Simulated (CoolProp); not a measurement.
The numbers come from the reference Helmholtz-energy equation of state, Lemmon 2013 in CoolProp.

Give the vapour pressure (kPa), vapour density (kg/m³), enthalpy of vaporisation (kJ/kg), liquid cp (kJ/(kg K)) of saturated propylene at -44.05 °C.


| T (°C) | p (kPa) | vapour density (kg/m³) | enthalpy of vaporisation (kJ/kg) | liquid cp (kJ/(kg K)) |
|---|---|---|---|---|
| -44.05 | 119 | 2.74 | 435 | 2.20 |
